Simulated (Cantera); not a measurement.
A perfectly stirred reactor is fed with 14.1 % CH₄, 0.661 % C₂H₆, 17.9 % O₂, 67.4 % N₂, at 4.93 atm; it is adiabatic with a 575 K inlet, and is followed from long to short residence time, starting on the burning branch (τ in s: 0.48, 0.12, 0.031, 0.0078, 0.002, 0.00051, 0.00013, 3.3e-05, 8.3e-06).

Computed with Cantera and GRI-Mech 3.0 (53 species, 325 reactions).

x: mole fraction; the columns are a selection and need not sum to one.

| τ (s) | T (K) | x CH₄ | x C₂H₆ | x O₂ | x N₂O | x CH₂ |
|---|---|---|---|---|---|---|
| 0.48 | 1965 | 0.000987 | 1.08e-7 | 2.29e-5 | 1.08e-9 | 7.53e-8 |
| 0.12 | 1973 | 0.00234 | 6.38e-7 | 8.43e-5 | 1.55e-9 | 2.36e-7 |
| 0.031 | 1984 | … | … | … | … | … |
| 0.0078 | 1993 | 0.00687 | 9.57e-6 | 0.000955 | 2.73e-9 | 1.86e-6 |
| 0.0020 | 1987 | 0.0100 | 3.30e-5 | 0.00301 | 6.06e-9 | 4.58e-6 |
| 0.00051 | 1928 | 0.0156 | 0.000152 | 0.0104 | 1.94e-8 | 8.18e-6 |
| 0.00013 | 575 | 0.141 | 0.00661 | 0.179 | <1e-12 | <1e-12 |
| 3.3e-5 | 575 | 0.141 | 0.00661 | 0.179 | <1e-12 | <1e-12 |
| 8.3e-6 | 575 | 0.141 | 0.00661 | 0.179 | <1e-12 | <1e-12 |

Task: Fill in the missing entries.

Result: 
- 0.031, x CH₄: 0.00432
- 0.031, x C₂H₆: 2.67e-6
- 0.031, x O₂: 0.000287
- 0.031, x N₂O: 1.78e-9
- 0.031, x CH₂: 6.72e-7
